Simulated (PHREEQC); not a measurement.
A solution holds 1.2 mol K2CO3 and 0.1 mol Na2SO4 per kg of water, at 25 °C. Closed to the air; pH follows from the charge balance.

The numbers come from PHREEQC with the Pitzer model, pitzer.dat.

```json
[
 {"quantity": "pH", "before": "11.95", "after": "11.71"},
 {"quantity": "HCO3- (mol/kgw)", "before": "0.00729", "after": "0.00609"},
 {"quantity": "CO2 (mol/kgw)", "before": "6.80e-9", "after": "1.21e-8"},
 {"quantity": "SI of Arcanite (K2SO4)", "before": "-0.36", "after": "-1.00"},
 {"quantity": "SI of Glaserite (NaK3(SO4)2)", "before": "-1.88", "after": "-3.10"}
]
```

**Question.** Name the change that produced these shifts.
(A) Na2SO4 from 0.1 to 0.2 mol/kgw
(B) Na2SO4 from 0.1 to 0.05 mol/kgw
(C) Na2SO4 from 0.1 to 0.02 mol/kgw
(D) diluted 2-fold with water

**Answer.** D, diluted 2-fold with water

Precipitation was switched off in this run. In brines, pH and single-ion activities rest on the MacInnes convention.
